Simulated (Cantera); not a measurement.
Feed: 1 mol V, a varied amount of O2, held at 1950 °C and 0.190 Pa.

These are equilibrium values from Cantera (NASA tables, ideal gas, pure condensed phases), not measurements of a reactor. Candidate condensed phases: V, VO, V2O3, V2O4, V2O5; 6 gas species. The numbers say what is thermodynamically allowed, not how fast it happens.

x: gas mole fraction; nothing condenses.

| n(O2) (mol) | x VO2 | x V | x O | x VO | x O2 |
|---|---|---|---|---|---|
| 0.15 | 0.0125 | 0.713 | 0.000812 | 0.274 | 1.28e-7 |
| 0.19 | … | … | … | … | … |
| 0.24 | 0.0354 | 0.556 | 0.00155 | 0.407 | 4.64e-7 |
| 0.3 | 0.0591 | 0.460 | 0.00219 | 0.478 | 9.35e-7 |
| 0.38 | 0.103 | 0.346 | 0.00335 | 0.548 | 2.17e-6 |
| 0.49 | 0.190 | 0.216 | 0.00575 | 0.588 | 6.41e-6 |
| 0.62 | 0.334 | 0.107 | 0.0108 | 0.548 | 2.27e-5 |
| 0.78 | 0.553 | 0.0326 | 0.0252 | 0.389 | 0.000123 |
| 0.99 | 0.762 | 0.00245 | 0.108 | 0.125 | 0.00226 |
| 1.3 | … | … | … | … | … |
| 1.6 | 0.451 | 7.16e-5 | 0.486 | 0.0165 | 0.0459 |
| 2 | 0.341 | 3.77e-5 | 0.582 | 0.0104 | 0.0659 |
| 2.6 | 0.250 | 2.16e-5 | 0.659 | 0.00673 | 0.0843 |

Problem. Some entries are withheld; supply them.

Solution. 
- 1.3, x VO2: 0.592
- 1.3, x V: 0.000177
- 1.3, x O: 0.354
- 1.3, x VO: 0.0296
- 1.3, x O2: 0.0244
- 0.19, x VO2: 0.0210
- 0.19, x V: 0.641
- 0.19, x O: 0.00111
- 0.19, x VO: 0.336
- 0.19, x O2: 2.38e-7
